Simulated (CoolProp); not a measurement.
Values from CoolProp's reference Helmholtz-energy equation of state, Polt 1992. This equation is an older, rougher fit; its heat capacities, sound speeds and derivatives of the liquid may be far off and weren't checked against measurements.

Task: Give the vapour pressure (bar), liquid density (kg/m³), vapour density (kg/m³), enthalpy of vaporisation (kJ/kg) of saturated cyclopropane at 40.15, 56.55, 81.15 °C.

Result: 
```
T (°C)  p (bar)  liquid density (kg/m³)  vapour density (kg/m³)  enthalpy of vaporisation (kJ/kg)
------  -------  ----------------------  ----------------------  --------------------------------
40.15      10.7                     595                    20.8                               379
56.55      15.6                     566                    30.6                               350
81.15      25.9                     515                    53.4                               295
```
